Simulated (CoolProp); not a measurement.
Aqueous ammonia as a coolant, 15 % by mass, freezing at -23.3 °C, 1 atm.

Values from CoolProp's Melinder's fits for secondary coolants.

```
T (°C)  conductivity (W/(m K))  Prandtl number  density (kg/m³)  cp (kJ/(kg K))
------  ----------------------  --------------  ---------------  --------------
-21.5                    0.431            49.7            950.9           4.263
-15.3                    0.442            36.1            949.9           4.251
-9.1                     0.453               …            948.7           4.239
-3                       0.464            21.4            947.2           4.229
3.2                      0.474               …            945.5           4.220
9.4                          …            14.0            943.5           4.212
15.6                     0.495               …            941.3           4.205
21.7                     0.505            9.62            938.9           4.200
```

Task: Complete the blanks.

Result: 
- -9.1, Prandtl number: 27.3
- 3.2, Prandtl number: 17.2
- 9.4, conductivity (W/(m K)): 0.484
- 15.6, Prandtl number: 11.6
